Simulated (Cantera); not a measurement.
A perfectly stirred reactor is fed with 10.4 % CO, 1.56 % H2, 0.863 % CH4, 18.3 % O2, 68.9 % N2, at 0.296 atm; it is adiabatic with a 673 K inlet, and is followed from long to short residence time, starting on the burning branch (τ in s: 0.39, 0.11, 0.03, 0.0083, 0.0023, 0.00064, 0.00018, 4.9e-05, 1.4e-05).

Computed with Cantera and GRI-Mech 3.0 (53 species, 325 reactions).

x: mole fraction; the columns are a selection and need not sum to one.

```csv
τ (s),T (K),x CO,x H2,x CH4,x NO,x CH2,x O,x C2H4
0.39,1804,0.00176,0.000119,6.78e-7,0.000109,1.77e-9,0.000871,<1e-12
0.11,1778,…,…,…,…,…,…,1.33e-12
0.030,1727,0.00756,0.000524,3.16e-6,3.15e-5,8.79e-9,0.00399,2.67e-12
0.0083,1639,0.0137,0.000949,7.85e-6,2.16e-5,1.59e-8,0.00742,7.48e-12
0.0023,1501,0.0245,0.00147,2.54e-5,1.54e-5,2.62e-8,0.0113,3.94e-11
0.00064,1242,0.0586,0.00262,0.000238,2.56e-6,6.76e-8,0.00779,1.72e-9
0.00018,673,0.104,0.0156,0.00863,<1e-12,<1e-12,<1e-12,<1e-12
4.9e-5,673,0.104,0.0156,0.00863,<1e-12,<1e-12,<1e-12,<1e-12
1.4e-5,673,0.104,0.0156,0.00863,<1e-12,<1e-12,<1e-12,<1e-12
```

Q: Some entries are withheld; supply them.

A: 
- 0.11, x CO: 0.00375
- 0.11, x H2: 0.000256
- 0.11, x CH4: 1.42e-6
- 0.11, x NO: 6.00e-5
- 0.11, x CH2: 4.17e-9
- 0.11, x O: 0.00190
